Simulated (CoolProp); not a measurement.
Isohexane at several states: Z from the reference equation and from simpler models built on Tc = 224.6 °C, pc = 3043 kPa, ω = 0.280; each cubic takes its own stable root.

The numbers come from the reference Helmholtz-energy equation of state, Lemmon 2006 in CoolProp. It is a short technical equation, of lower accuracy than the large ones.

| T (°C) | p (kPa) | phase | reference | Soave-Redlich-Kwong | Peng-Robinson |
|---|---|---|---|---|---|
| 252.85 | 47.6 | gas | 0.9955 | 0.9956 | 0.9950 |
| 144.45 | 95 | gas | 0.9800 | 0.9810 | 0.9796 |
| 227.25 | 917 | gas | 0.8886 | 0.8918 | 0.8807 |
| -47.75 | 36.8 | liquid | 0.002374 | 0.002619 | 0.002331 |
